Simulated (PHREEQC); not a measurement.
A solution holds 0.26 mol CdCl2, 0.00084 mol NaCl and 0.24 mol MnSO4 per kg of water, at 60 °C. Closed to the air; pH follows from the charge balance.

Computed with PHREEQC (ion-association model, wateq4f.dat).

```json
{
 "pH": "5.43",
 "ionic_strength": "0.682 mol/kgw",
 "activity_of_water": "0.986"
}
```

| species | molality | activity | log γ |
|---|---|---|---|
| Cl- | 0.227 | 0.137 | -0.219 |
| CdCl+ | 0.131 | 0.0958 | -0.135 |
| Mn+2 | 0.120 | 0.0251 | -0.679 |
| MnSO4 | 0.0977 | 0.114 | 0.068 |
| SO4-2 | 0.0857 | 0.0141 | -0.785 |
| CdCl2 | 0.0525 | 0.0614 | 0.068 |
| CdSO4 | 0.0277 | 0.0324 | 0.068 |
| Cd+2 | 0.0229 | 0.00660 | -0.541 |
| MnCl+ | 0.0217 | 0.0140 | -0.189 |
| Cd(SO4)2-2 | 0.0144 | 0.00413 | -0.541 |
| CdCl3- | 0.0116 | 0.00851 | -0.135 |
| Na+ | 0.000771 | 0.000530 | -0.163 |

Precipitation was switched off in this run. Away from 25 °C the constants follow the database's enthalpies or fits; those with neither stay at their 25 °C values.
